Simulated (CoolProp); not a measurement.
A simple Rankine cycle with hydrogen sulfide: condensing at 300.15 K, boiler at 4.86 MPa, turbine inlet 378.8 K, turbine efficiency 0.8, pump efficiency 0.7, no recuperator. Each further row changes one setting.

Values from CoolProp's reference Helmholtz-energy equation of state, Lemmon 2006. It is a short technical equation, of lower accuracy than the large ones.

```json
[
 {"case": "as stated", "thermal efficiency (%)": "8.4", "net work (kJ/kg)": "___", "heat in (kJ/kg)": "469", "turbine exit temperature (K)": "312.6", "volume ratio over the turbine": "1.99"},
 {"case": "turbine inlet 398.8 K", "thermal efficiency (%)": "___", "net work (kJ/kg)": "44.2", "heat in (kJ/kg)": "498", "turbine exit temperature (K)": "331.3", "volume ratio over the turbine": "1.99"},
 {"case": "condensing temperature 292.15 K", "thermal efficiency (%)": "10.0", "net work (kJ/kg)": "___", "heat in (kJ/kg)": "486", "turbine exit temperature (K)": "___", "volume ratio over the turbine": "2.35"},
 {"case": "boiler pressure 3.4 MPa", "thermal efficiency (%)": "5.3", "net work (kJ/kg)": "26.4", "heat in (kJ/kg)": "493", "turbine exit temperature (K)": "341.4", "volume ratio over the turbine": "1.48"},
 {"case": "turbine efficiency 0.7", "thermal efficiency (%)": "___", "net work (kJ/kg)": "34.0", "heat in (kJ/kg)": "469", "turbine exit temperature (K)": "___", "volume ratio over the turbine": "___"}
]
```

Task: Fill in the missing entries.

Result: 
- as stated, net work (kJ/kg): 39.6
- turbine inlet 398.8 K, thermal efficiency (%): 8.9
- condensing temperature 292.15 K, net work (kJ/kg): 48.6
- condensing temperature 292.15 K, turbine exit temperature (K): 299.1
- turbine efficiency 0.7, thermal efficiency (%): 7.3
- turbine efficiency 0.7, turbine exit temperature (K): 316.7
- turbine efficiency 0.7, volume ratio over the turbine: 2.04
